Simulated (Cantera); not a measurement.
Feed: 1 mol CH₃F, 1.4 mol F₂, 0.077 mol H₂, held at 3.40 mbar.

Method: chemical equilibrium by Gibbs-energy minimisation in Cantera with the NASA 1993 tables (ideal gas, pure condensed phases). Candidate condensed phases: C, C₆H₆, C₇H₈, C₈H₁₈; 95 gas species. Gases not in the tables: C₂F₆ and larger saturated fluorocarbons. Kinetics and transport are ignored.

Q: At 1777 °C, list the 6 most abundant gas species with their mole fractions, and the condensed phases.

A: HF 0.901, F 0.0455, CF₂ 0.0362, CF₄ 0.0160, CF₃ 0.000753, CF 0.000268. Condensed: C(graphite).
